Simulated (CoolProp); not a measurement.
Computed with CoolProp (reference Helmholtz-energy equation of state, Thol 2016).

Problem. Give the vapour pressure (MPa), vapour density (kg/m³), enthalpy of vaporisation (kJ/kg), liquid cp (kJ/(kg K)) of saturated hexamethyldisiloxane (MM) at 120.85, 145.85, 170.75 °C.

Solution. 
```csv
T (°C),p (MPa),vapour density (kg/m³),enthalpy of vaporisation (kJ/kg),liquid cp (kJ/(kg K))
120.85,0.176,9.65,182,2.18
145.85,0.320,17.4,166,2.27
170.75,0.538,29.9,149,2.38
```
